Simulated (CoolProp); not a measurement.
n-perfluorohexane along the isotherm 450 K: density (kg/m³) from the reference equation and from simpler models built on Tc = 448.0 K, pc = 1742 kPa, ω = 0.497; each cubic takes its own stable root.

Model: reference Helmholtz-energy equation of state, Gao 2022, in CoolProp.

| p (kPa) | phase | reference |
|---|---|---|
| 484 | gas | 48.77 |
| 968 | gas | 113.4 |
| 1450 | gas | 218.3 |
| 1940 | supercritical | 871.1 |
| 2420 | supercritical | 1003 |
| 2900 | supercritical | 1058 |
| 3390 | supercritical | 1096 |
| 3870 | supercritical | 1124 |
| 4350 | supercritical | 1147 |

Task: How far does each simpler model (ideal gas, van der Waals, Redlich-Kwong, Soave-Redlich-Kwong, Peng-Robinson) lie from the reference over these 9 states: mean and median of the absolute difference, and the worst?

Result: 
- ideal gas: mean 57.0 %, median 68.9 %, worst -79.9 % at 450 K and 1940 kPa
- van der Waals: mean 24.2 %, median 33.2 %, worst -34.7 % at 450 K and 2420 kPa
- Redlich-Kwong: mean 14.0 %, median 17.8 %, worst -23.9 % at 450 K and 1940 kPa
- Soave-Redlich-Kwong: mean 14.4 %, median 18.1 %, worst -25.6 % at 450 K and 1940 kPa
- Peng-Robinson: mean 8.2 %, median 9.0 %, worst -18.4 % at 450 K and 1940 kPa
